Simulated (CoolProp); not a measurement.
Dimethyl ether at several states: density (kg/m³) from the reference equation and from simpler models built on Tc = 400.4 K, pc = 5.337 MPa, ω = 0.196; each cubic takes its own stable root.

Computed with CoolProp (reference Helmholtz-energy equation of state, Wu 2011).

```json
[
 {"T (K)": "286.7", "p (MPa)": "0.0119", "phase": "gas", "reference": "0.2305", "Soave-Redlich-Kwong": "0.2305", "Peng-Robinson": "0.2305"},
 {"T (K)": "161.7", "p (MPa)": "29.3", "phase": "liquid", "reference": "860.2", "Soave-Redlich-Kwong": "774.2", "Peng-Robinson": "866.4"},
 {"T (K)": "243.9", "p (MPa)": "16", "phase": "liquid", "reference": "757.2", "Soave-Redlich-Kwong": "698.2", "Peng-Robinson": "785.2"},
 {"T (K)": "447.8", "p (MPa)": "2.91", "phase": "gas", "reference": "42.08", "Soave-Redlich-Kwong": "41.68", "Peng-Robinson": "42.52"}
]
```
